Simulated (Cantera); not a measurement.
A counterflow diffusion flame at 1.01 bar, nozzles 20 mm apart: fuel side CO : H2 = 1 : 0.67 (molar parts) at 325 K, oxidiser side O2 : N2 = 0.27 : 0.73 (molar parts) at 725 K, fuel mass flux 1.4 times the oxidiser's; mixture-averaged transport, no radiation.

Cantera simulation using GRI-Mech 3.0 (53 species, 325 reactions); the numbers are that mechanism's predictions, not measurements. The maximum strain rate includes the flame's own expansion and is several times the mean.

x: mole fraction; the columns are a selection and need not sum to one.

```json
[
 {"oxidiser flux (kg/m²/s)": "0.61", "max strain (1/s)": "511", "mean strain (1/s)": "127", "T max (K)": "2457", "peak x OH": "0.0208", "peak x H": "0.0140", "peak x NO": "0.000596", "peak x CO": "0.634"},
 {"oxidiser flux (kg/m²/s)": "0.82", "max strain (1/s)": "672", "mean strain (1/s)": "171", "T max (K)": "2413", "peak x OH": "0.0209", "peak x H": "0.0156", "peak x NO": "0.000416", "peak x CO": "0.632"},
 {"oxidiser flux (kg/m²/s)": "1.1", "max strain (1/s)": "…", "mean strain (1/s)": "229", "T max (K)": "2367", "peak x OH": "0.0210", "peak x H": "…", "peak x NO": "…", "peak x CO": "0.631"},
 {"oxidiser flux (kg/m²/s)": "1.5", "max strain (1/s)": "1180", "mean strain (1/s)": "313", "T max (K)": "2312", "peak x OH": "0.0209", "peak x H": "0.0192", "peak x NO": "0.000194", "peak x CO": "0.632"},
 {"oxidiser flux (kg/m²/s)": "2", "max strain (1/s)": "1550", "mean strain (1/s)": "417", "T max (K)": "2264", "peak x OH": "0.0208", "peak x H": "0.0212", "peak x NO": "0.000139", "peak x CO": "0.632"},
 {"oxidiser flux (kg/m²/s)": "2.7", "max strain (1/s)": "2050", "mean strain (1/s)": "563", "T max (K)": "2209", "peak x OH": "0.0205", "peak x H": "0.0234", "peak x NO": "9.91e-5", "peak x CO": "0.631"},
 {"oxidiser flux (kg/m²/s)": "3.7", "max strain (1/s)": "2760", "mean strain (1/s)": "771", "T max (K)": "2150", "peak x OH": "0.0201", "peak x H": "0.0258", "peak x NO": "7.31e-5", "peak x CO": "0.631"},
 {"oxidiser flux (kg/m²/s)": "5", "max strain (1/s)": "…", "mean strain (1/s)": "1040", "T max (K)": "2091", "peak x OH": "0.0195", "peak x H": "…", "peak x NO": "…", "peak x CO": "0.630"}
]
```

**Question.** Complete the blanks.

**Answer.** 
- 1.1, max strain (1/s): 884
- 1.1, peak x H: 0.0173
- 1.1, peak x NO: 0.000290
- 5, max strain (1/s): 3660
- 5, peak x H: 0.0283
- 5, peak x NO: 5.68e-5
